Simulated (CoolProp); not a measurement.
Water at several states: fugacity coefficient from the reference equation and from simpler models built on Tc = 647.1 K, pc = 22.06 MPa, ω = 0.344; each cubic takes its own stable root.

The numbers come from the reference Helmholtz-energy equation of state, Wagner 2002 in CoolProp.

| T (K) | p (MPa) | phase | reference | van der Waals | Soave-Redlich-Kwong | Peng-Robinson |
|---|---|---|---|---|---|---|
| 991 | 3.5 | gas | 0.9907 | 0.9845 | 0.9923 | 0.9888 |
| 333 | 100 | liquid | 0.0003768 | 0.02621 | 0.0003968 | 0.0003896 |
| 867.5 | 3.24 | gas | 0.9847 | 0.9793 | 0.9849 | 0.9810 |
| 339.6 | 2.71 | liquid | 0.009966 | 0.3038 | 0.008565 | 0.009161 |
| 926.3 | 18.7 | gas | 0.9339 | 0.9024 | 0.9416 | 0.9233 |
| 608.8 | 12.8 | gas | 0.7476 | 0.8005 | 0.7608 | 0.7436 |
